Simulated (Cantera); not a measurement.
What does this Cantera script print?

```python
import numpy as np
import cantera as ct

gas_names = """
    N NO NO2 NO3 N2 N2O O O2 O3 Pb PbO Pb2
""".split()
cond_names = """
    Pb(cr) Pb(L) PbO(rd) PbO(yw) PbO(L) PbO2(s) Pb3O4(s)
""".split()


def load(file, names, dense=False):
    # The tables refer to 1 bar. Condensed volumes are neglected.
    table = {s.name: s for s in ct.Species.list_from_file(file)}
    out = []
    for n in names:
        d = dict(table[n].input_data)
        d["thermo"] = dict(d["thermo"], **{"reference-pressure": 1e5})
        if dense:
            d["equation-of-state"] = {"model": "constant-volume", "density": "1e6 g/cm^3"}
        out.append(ct.Species.from_dict(d))
    return out


gas = ct.Solution(thermo="ideal-gas", species=load("nasa_gas.yaml", gas_names))
cond = {s.name: ct.Solution(thermo="fixed-stoichiometry", species=[s], name=s.name)
        for s in load("nasa_condensed.yaml", cond_names, dense=True)}
atoms = {
    'PbO': {'Pb': 1, 'O': 1},
    'O2': {'O': 2},
    'N2': {'N': 2},
}
top_T = {'Pb3O4(s)': 820}  # K; cautious upper limits of use, not melting points


def equilibrate(T, P, feed):
    n = {}
    for name, mol in feed.items():
        for a, k in atoms[name].items():
            n[a] = n.get(a, 0.0) + k * mol
    gas.TPX = T, P, n
    mass = sum(n.values()) * gas.mean_molecular_weight
    gas.equilibrate("TP")
    valid = [c for c in cond.values() if c.min_temp <= T <= top_T.get(c.name, c.max_temp)]
    mix = ct.Mixture([(gas, mass / gas.mean_molecular_weight)] + [(c, 0.0) for c in valid])
    mix.T, mix.P = T, P
    mix.equilibrate("TP", solver="vcs", rtol=1e-11, max_steps=5000)
    return mix


results = []
feed = {'PbO': 1, 'O2': 0.021, 'N2': 0.1}  # mol
P = 58000  # Pa
for T in [800, 875, 950, 1025, 1100, 1175, 1250, 1325, 1400, 1475]:
    mix = equilibrate(T, P, feed)
    results.append((T, P, feed, dict(zip(mix.species_names, mix.species_moles))))

top = {s: max(r[3][s] / sum(r[3][g] for g in gas_names) for r in results) for s in gas_names}
cols = sorted((s for s in top if top[s] > 1e-05), key=lambda s: -top[s])[:6]
seen = [c for c in cond_names if any(r[3].get(c, 0) > 1e-12 for r in results)]
print("log10 of partial pressures in bar; condensed amounts in mol")
print(f"{'T/K':>10s}" + "".join(f"{s[:9]:>10s}" for s in cols + seen))
for T, P, feed, n in results:
    ng = sum(n[g] for g in gas_names)
    print(f"{T:10.4g}" + "".join(f"{np.log10(max(n[s] / ng * P / 1e5, 1e-99)):10.3f}" for s in cols)
          + "".join(f"{n.get(c, 0):10.4g}" for c in seen))
```

Result:

```
log10 of partial pressures in bar; condensed amounts in mol
       T/K        N2        O2       PbO        NO        Pb   PbO(yw)    PbO(L)
       800    -0.319    -0.997   -10.155    -5.966   -15.799         1         0
       875    -0.319    -0.997    -8.589    -5.454   -13.530         1         0
       950    -0.319    -0.997    -7.278    -5.024   -11.626         1         0
      1025    -0.319    -0.997    -6.164    -4.656   -10.006         1         0
      1100    -0.319    -0.997    -5.208    -4.338    -8.613         1         0
      1175    -0.319    -0.997    -4.395    -4.061    -7.417         0         1
      1250    -0.320    -0.998    -3.738    -3.817    -6.425         0         1
      1325    -0.320    -0.998    -3.161    -3.602    -5.549         0    0.9999
      1400    -0.321    -1.000    -2.650    -3.410    -4.770         0    0.9995
      1475    -0.325    -1.003    -2.195    -3.240    -4.074         0    0.9986
```

Cantera equilibrium calculation (NASA polynomials, part measured and part estimated; ideal gas, pure solids and liquids). Gases not in the tables: (PbO)n polymers.
